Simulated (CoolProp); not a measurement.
Carbon dioxide along the isobar 8.83 MPa: density (kg/m³) from the reference equation and from simpler models built on Tc = 304.1 K, pc = 7.377 MPa, ω = 0.224; each cubic takes its own stable root.

Values from CoolProp's reference Helmholtz-energy equation of state, Span 1996.

```json
[
 {"T (K)": "253.9", "phase": "liquid", "reference": "1056"},
 {"T (K)": "273.6", "phase": "liquid", "reference": "964.8"},
 {"T (K)": "293.3", "phase": "liquid", "reference": "839.5"},
 {"T (K)": "313", "phase": "supercritical", "reference": "444.9"},
 {"T (K)": "332.6", "phase": "supercritical", "reference": "229.1"},
 {"T (K)": "352.3", "phase": "supercritical", "reference": "185.5"},
 {"T (K)": "372", "phase": "supercritical", "reference": "161.3"},
 {"T (K)": "391.6", "phase": "supercritical", "reference": "144.8"},
 {"T (K)": "411.3", "phase": "supercritical", "reference": "132.4"},
 {"T (K)": "431", "phase": "supercritical", "reference": "122.6"},
 {"T (K)": "450.7", "phase": "supercritical", "reference": "114.5"}
]
```

**Question.** How far does each simpler model (van der Waals, Redlich-Kwong, Soave-Redlich-Kwong, Peng-Robinson) lie from the reference over these 11 states: mean and median of the absolute difference, and the worst?

**Answer.** 
- van der Waals: mean 12.9 %, median 4.9 %, worst -35.8 % at 253.9 K and 8.83 MPa
- Redlich-Kwong: mean 5.6 %, median 2.6 %, worst -16.2 % at 293.3 K and 8.83 MPa
- Soave-Redlich-Kwong: mean 5.5 %, median 2.3 %, worst -14.3 % at 293.3 K and 8.83 MPa
- Peng-Robinson: mean 2.1 %, median 1.6 %, worst -5.6 % at 313 K and 8.83 MPa
